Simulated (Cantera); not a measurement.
A Cantera script and what it prints.

```python
import numpy as np
import cantera as ct

gas_names = """
    CL CL2 Si SiCL SiCL2 SiCL3 SiCL4 Si2 Si3
""".split()
cond_names = """
    Si(cr) Si(L)
""".split()


# ... load() reads the species with a 1 bar reference pressure and builds the phases ...
atoms = {
    'Si': {'Si': 1},
    'Cl2': {'CL': 2},
}
top_T = {}  # K; cautious upper limits of use, not melting points


# ... equilibrate(T, P, feed) seeds the gas with the atoms and calls Mixture.equilibrate('TP', solver="vcs", rtol=1e-11, max_steps=5000) ...
results = []
P = 4.5  # Pa
for T in [450, 550, 650, 750, 850, 950, 1050, 1150, 1250, 1350, 1450, 1550]:
    for m in [0.97, 1.1, 1.3, 1.5, 1.8, 2.1, 2.5, 2.9, 3.4, 3.9, 4.6, 5.4]:
        feed = {'Si': 1, 'Cl2': m}  # mol
        mix = equilibrate(T, P, feed)
        results.append((T, P, feed, dict(zip(mix.species_names, mix.species_moles))))

for T, P, feed, n in results:
    print(f"{T:7g} {feed['Cl2']:10.4g}  " + (" + ".join(c for c in cond_names if n.get(c, 0) > 1e-12) or "gas only"))
```

Output:

```
    450       0.97  Si(cr)
    450        1.1  Si(cr)
    450        1.3  Si(cr)
    450        1.5  Si(cr)
    450        1.8  Si(cr)
    450        2.1  gas only
    450        2.5  gas only
    450        2.9  gas only
    450        3.4  gas only
    450        3.9  gas only
    450        4.6  gas only
    450        5.4  gas only
    550       0.97  Si(cr)
    550        1.1  Si(cr)
    550        1.3  Si(cr)
    550        1.5  Si(cr)
    550        1.8  Si(cr)
    550        2.1  gas only
    550        2.5  gas only
    550        2.9  gas only
    550        3.4  gas only
    550        3.9  gas only
    550        4.6  gas only
    550        5.4  gas only
    650       0.97  Si(cr)
    650        1.1  Si(cr)
    650        1.3  Si(cr)
    650        1.5  Si(cr)
    650        1.8  Si(cr)
    650        2.1  gas only
    650        2.5  gas only
    650        2.9  gas only
    650        3.4  gas only
    650        3.9  gas only
    650        4.6  gas only
    650        5.4  gas only
    750       0.97  Si(cr)
    750        1.1  Si(cr)
    750        1.3  Si(cr)
    750        1.5  Si(cr)
    750        1.8  Si(cr)
    750        2.1  gas only
    750        2.5  gas only
    750        2.9  gas only
    750        3.4  gas only
    750        3.9  gas only
    750        4.6  gas only
    750        5.4  gas only
    850       0.97  Si(cr)
    850        1.1  Si(cr)
    850        1.3  Si(cr)
    850        1.5  Si(cr)
    850        1.8  Si(cr)
    850        2.1  gas only
    850        2.5  gas only
    850        2.9  gas only
    850        3.4  gas only
    850        3.9  gas only
    850        4.6  gas only
    850        5.4  gas only
    950       0.97  Si(cr)
    950        1.1  Si(cr)
    950        1.3  Si(cr)
    950        1.5  Si(cr)
    950        1.8  Si(cr)
    950        2.1  gas only
    950        2.5  gas only
    950        2.9  gas only
    950        3.4  gas only
    950        3.9  gas only
    950        4.6  gas only
    950        5.4  gas only
   1050       0.97  Si(cr)
   1050        1.1  Si(cr)
   1050        1.3  Si(cr)
   1050        1.5  Si(cr)
   1050        1.8  gas only
   1050        2.1  gas only
   1050        2.5  gas only
   1050        2.9  gas only
   1050        3.4  gas only
   1050        3.9  gas only
   1050        4.6  gas only
   1050        5.4  gas only
   1150       0.97  Si(cr)
   1150        1.1  Si(cr)
   1150        1.3  gas only
   1150        1.5  gas only
   1150        1.8  gas only
   1150        2.1  gas only
   1150        2.5  gas only
   1150        2.9  gas only
   1150        3.4  gas only
   1150        3.9  gas only
   1150        4.6  gas only
   1150        5.4  gas only
   1250       0.97  Si(cr)
   1250        1.1  gas only
   1250        1.3  gas only
   1250        1.5  gas only
   1250        1.8  gas only
   1250        2.1  gas only
   1250        2.5  gas only
   1250        2.9  gas only
   1250        3.4  gas only
   1250        3.9  gas only
   1250        4.6  gas only
   1250        5.4  gas only
   1350       0.97  Si(cr)
   1350        1.1  gas only
   1350        1.3  gas only
   1350        1.5  gas only
   1350        1.8  gas only
   1350        2.1  gas only
   1350        2.5  gas only
   1350        2.9  gas only
   1350        3.4  gas only
   1350        3.9  gas only
   1350        4.6  gas only
   1350        5.4  gas only
   1450       0.97  Si(cr)
   1450        1.1  gas only
   1450        1.3  gas only
   1450        1.5  gas only
   1450        1.8  gas only
   1450        2.1  gas only
   1450        2.5  gas only
   1450        2.9  gas only
   1450        3.4  gas only
   1450        3.9  gas only
   1450        4.6  gas only
   1450        5.4  gas only
   1550       0.97  Si(cr)
   1550        1.1  gas only
   1550        1.3  gas only
   1550        1.5  gas only
   1550        1.8  gas only
   1550        2.1  gas only
   1550        2.5  gas only
   1550        2.9  gas only
   1550        3.4  gas only
   1550        3.9  gas only
   1550        4.6  gas only
   1550        5.4  gas only
```

These are equilibrium values from Cantera (NASA tables, ideal gas, pure condensed phases), not measurements of a reactor. The tables' values for SiCl3 are old estimates.
